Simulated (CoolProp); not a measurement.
Vapour-liquid equilibrium of isopentane (1) + R365MFC (2) at -15.65 °C; x and y are mole fractions of (1).

Model: multi-fluid Helmholtz-energy mixture model, Lemmon 2006 and Lemmon 2016; pair parameters Bell 2016, in CoolProp.

### Question
Give the bubble pressure and the first vapour's composition at x = 0.45, 0.65, 0.85. Is there an azeotrope?

### Answer
x = 0.45: 0.2027 bar, y = 0.690; x = 0.65: 0.2036 bar, y = 0.696; x = 0.85: 0.2003 bar, y = 0.749. y crosses x between x = 0.65 and 0.75: the model has an azeotrope there.

Pair parameters are fitted to limited data, so mixtures are less certain than the pure fluids. With so large a gap from Raoult's law the liquid may split in two, which this calculation doesn't test in full.
